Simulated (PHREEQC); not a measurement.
Solution (25 °C): 0.025 mol/kgw K2CO3, 0.075 mol/kgw Al(NO3)3 and 0.0047 mol/kgw CuSO4. Closed to the air; pH follows from the charge balance.

Model: ion-association model, wateq4f.dat, run in PHREEQC.

No solid was allowed to form.

Question: Predict the pH, ionic strength, activity of water.

Answer: pH 5.22; ionic strength 0.367 mol/kgw; activity of water 0.994.

Question: In which forms is Cu present?

Answer: Cu+2 74 %, CuHCO3+ 24 %, CuCO3 1.3 %, CuSO4 0.8 % of the Cu.

Saturation is exceeded, for instance for Basaluminite, Al(OH)3(a); the values hold only as long as no solid forms. Complexes and solids missing from the database can't appear.
